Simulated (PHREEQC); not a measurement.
Solution (20 °C): 0.53 mol CsF and 1.2 mol KOH per kg of water. Closed to the air; pH follows from the charge balance.

Computed with PHREEQC (ion-association model, wateq4f.dat).

### Question
The ionic strength comes out as 1.73 mol/kgw. What activity coefficients do Cs+, OH-, F-, K+ get?

### Answer
Cs+ 0.94, OH- 0.54, F- 0.54, K+ 0.58.

Precipitation was switched off in this run. Ionic strength above about 0.7 mol/kgw puts this run outside the model's range.
